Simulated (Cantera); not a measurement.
Standard-state values (1 bar) from the NASA 1993 polynomials, evaluated with Cantera. Values are per mole of reaction as written; species without (g) are pure solids or liquids, kept so even where they would boil at 1 bar.

**Question.** Between 300 and 775 K, where is each reaction favourable under standard conditions?
- 2 B + O₂(g) = B₂O₂(g)
- C + O₂(g) = CO₂(g)
- Nb + O₂(g) = NbO₂(g)

**Answer.** 
- 2 B + O₂(g) = B₂O₂(g): ΔG° is -464 kJ at 300 K and -476 kJ at 775 K; it stays negative (K > 1). ΔH° is -457 kJ and ΔS° 25 J/K at 775 K.
- C + O₂(g) = CO₂(g): ΔG° is -394 kJ at 300 K and -396 kJ at 775 K; it stays negative (K > 1). ΔH° is -394 kJ and ΔS° 2 J/K at 775 K.
- Nb + O₂(g) = NbO₂(g): ΔG° is -209 kJ at 300 K and -222 kJ at 775 K; it stays negative (K > 1). ΔH° is -203 kJ and ΔS° 24 J/K at 775 K.
